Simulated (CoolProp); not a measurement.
A Linde-Hampson liquefier for carbon monoxide: isothermal reversible compression at 280 K from 1 atm to 10 MPa, throttling to 1 atm, return gas leaving the recuperator 5 K below the feed. Each further row changes one setting.

Computed with CoolProp (reference Helmholtz-energy equation of state, Lemmon 2006). It is a short technical equation, of lower accuracy than the large ones.

```json
[
 {"case": "as stated", "liquid yield per pass": "0.051", "compression work (kJ/kg of gas)": "379"},
 {"case": "high pressure 20 MPa", "liquid yield per pass": "___", "compression work (kJ/kg of gas)": "___"},
 {"case": "warm-end temperature 310 K", "liquid yield per pass": "___", "compression work (kJ/kg of gas)": "422"},
 {"case": "warm-end gap 10 K", "liquid yield per pass": "___", "compression work (kJ/kg of gas)": "379"}
]
```

**Question.** Complete the blanks.

**Answer.** 
- high pressure 20 MPa, liquid yield per pass: 0.093
- high pressure 20 MPa, compression work (kJ/kg of gas): 436
- warm-end temperature 310 K, liquid yield per pass: 0.035
- warm-end gap 10 K, liquid yield per pass: 0.039
